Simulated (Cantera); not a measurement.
A closed system holds: 1 mol Pb, a varied amount of H₂O, 4 mol CO, equilibrated at 0.110 bar.

Equilibrium computed with Cantera from the NASA thermochemical tables; the gas is ideal and each condensed phase is pure. Candidate condensed phases: C, C₆H₆, C₇H₈, C₈H₁₈, H₂O, Pb, PbO, PbO₂, Pb₃O₄; 113 gas species. Rates play no part.

Stable condensed phases, one row left out:

```
T in K \ n(H₂O) in mol
          0.01 0.019 0.035 0.064  0.12  0.22  0.41  0.76   1.4
   1300      A     A     A     A     A     A     A     A     A
   1250      A     A     A     A     A     A     A     A     A
   1200      A     A     A     A     A     A     A     A     A
   1100      B     B     B     A     A     A     A     A     A
   1050      B     B     B     B     A     A     A     A     A
   1000      B     B     B     B     B     A     A     A     A
    950      B     B     B     B     B     B     B     A     A
    900      B     B     B     B     B     B     B     B     A
    850      B     B     B     B     B     B     B     B     B
```

A: Pb; B: C + Pb.

Task: Give the row for 1150 K.

Result: 0.01: C + Pb; 0.019: Pb; 0.035: Pb; 0.064: Pb; 0.12: Pb; 0.22: Pb; 0.41: Pb; 0.76: Pb; 1.4: Pb.
